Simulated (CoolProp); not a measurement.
Vapour pressure (kPa) of n-heptane: the reference equation beside estimates from Tc = 268.1 °C, pc = 2774 kPa, ω = 0.349. Clausius-Clapeyron is anchored at 108.45 °C with a constant enthalpy of vaporisation of 31.01 kJ/mol.

The numbers come from the reference Helmholtz-energy equation of state, Span 2003 in CoolProp. It is a short technical equation, of lower accuracy than the large ones.

| T (°C) | reference | Lee-Kesler | Clausius-Clapeyron |
|---|---|---|---|
| 88.25 | 74.49 | 73.45 | 78.15 |
| 108.45 | 135.0 | 134.2 | 135.0 |
| 128.65 | 228.1 | 228.0 | 220.6 |
| 148.85 | 364.2 | 365.1 | 344.0 |
| 169.05 | 554.5 | 556.4 | 515.1 |
| 189.25 | 811.5 | 814.0 | 744.6 |
| 209.35 | 1148 | 1150 | 1042 |
| 229.55 | 1584 | 1585 | 1421 |
| 249.75 | 2141 | 2141 | 1893 |

Absolute difference from the reference over all 9 rows, mean and median: Lee-Kesler 0.4 and 0.2 %, Clausius-Clapeyron 6.7 and 7.1 %.
